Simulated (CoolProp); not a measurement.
Model: reference Helmholtz-energy equation of state, Thol 2016, in CoolProp.

For hexamethyldisiloxane (MM), give the phase and the cp (kJ/(kg K)), cv (kJ/(kg K)), expansivity (1/kK), fugacity coefficient at 553.8 K and 3.86 MPa; 553.8 K and 7.72 MPa; 553.8 K and 19.3 MPa.


- 553.8 K and 3.86 MPa: supercritical; cp 3.01, cv 2.18, expansivity 10.2, fugacity coefficient 0.512
- 553.8 K and 7.72 MPa: supercritical; cp 2.54, cv 2.14, expansivity 3.12, fugacity coefficient 0.350
- 553.8 K and 19.3 MPa: supercritical; cp 2.42, cv 2.13, expansivity 1.54, fugacity coefficient 0.305
